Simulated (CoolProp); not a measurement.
Properties of carbon dioxide along the isobar 46 bar.

Values from CoolProp's reference Helmholtz-energy equation of state, Span 1996.

```tsv
T (K)	phase	Joule-Thomson coefficient (K/MPa)	viscosity (µPa s)	Prandtl number	fugacity coefficient
254	liquid	0.05798	143	2.24	0.3845
263.5	liquid	0.1776	122	2.21	0.4848
272.9	liquid	0.3650	104	2.27	0.5945
282.3	liquid	0.7196	85.6	2.51	0.7121
291.8	gas	11.64	16.0	1.31	0.7591
301.2	gas	10.65	16.3	1.14	0.7845
310.6	gas	9.795	16.7	1.05	0.8062
320	gas	9.041	17.1	0.987	0.8250
329.5	gas	8.368	17.5	0.945	0.8416
338.9	gas	7.776	17.9	0.914	0.8561
348.3	gas	7.245	18.3	0.889	0.8690
357.8	gas	6.762	18.7	0.870	0.8807
367.2	gas	6.331	19.1	0.854	0.8910
376.6	gas	5.940	19.5	0.841	0.9003
386.1	gas	5.581	19.9	0.829	0.9088
395.5	gas	5.256	20.3	0.820	0.9164
```

Viscosity comes from a separate model (Laesecke 2017). Thermal conductivity comes from a separate model (Huber 2016).
